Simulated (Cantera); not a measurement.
An isothermal plug-flow reactor at 550 K and 0.890 bar (inlet), inlet velocity 4 m/s, active area per volume 150 1/m; feed H2 : O2 : N2 : H2O = 0.0043 : 0.033 : 0.79 : 0.02 (molar parts), equivalence ratio 0.065.

Computed with Cantera and Deutschmann's 1995 Pt surface mechanism with GRI-Mech 3.0 gas chemistry. Catalytic surfaces can have several steady states; this one follows from the mechanism file's or the stated starting coverage. Mass transfer to the wall is taken as infinitely fast.

```json
[
 {"quantity": "x(H2) at z = 0.015 m", "before": "0.00117", "after": "0.000264"},
 {"quantity": "x(O2) at z = 0.015 m", "before": "0.0371", "after": "0.0366"},
 {"quantity": "x(H2O) at z = 0.015 m", "before": "0.0276", "after": "0.0285"},
 {"quantity": "θ(free Pt) at the exit", "before": "0.0490", "after": "0.121"},
 {"quantity": "θ(O*) at the exit", "before": "0.927", "after": "0.876"},
 {"quantity": "θ(OH*) at the exit", "before": "0.0238", "after": "0.00387"}
]
```

Task: What was changed between the two runs?
A) H2 0.0043 to 0.0018 parts
B) temperature 550 to 500 K
C) temperature 550 to 873 K
D) O2 0.033 to 0.079 parts

Result: C, temperature 550 to 873 K
